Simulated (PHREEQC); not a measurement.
Dissolve 0.041 mol/kgw MnSO4, 6.5e-05 mol/kgw ZnCl2, 0.051 mol/kgw H2SO4 and 0.069 mol/kgw Na2SO4 at 25 °C. Closed to the air; pH follows from the charge balance.

Model: ion-association model, phreeqc.dat, run in PHREEQC.

No solid was allowed to form.

Problem. Predict the pH, ionic strength, density.

Solution. pH 1.54; ionic strength 0.299 mol/kgw; density 1.014 g/cm³.

Problem. In which forms is Zn present?

Solution. Zn+2 41 %, ZnSO4 39 %, Zn(SO4)2-2 20 % of the Zn.
